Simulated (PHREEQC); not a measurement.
Solution (20 °C): 0.0018 mol/kgw HF and 0.0022 mol/kgw KF. Closed to the air; pH follows from the charge balance.

Model: ion-association model, phreeqc.dat, run in PHREEQC.

This is a speciation only: nothing precipitates in the calculation.

Problem. Order these F species by the share of F that they hold, largest first: HF, F-, HF2-.

Solution. F- (65 %), HF (34 %), HF2- (0.65 %)

The pH is 3.40 and the ionic strength 0.00262 mol/kgw. Species that the database lacks are ignored.
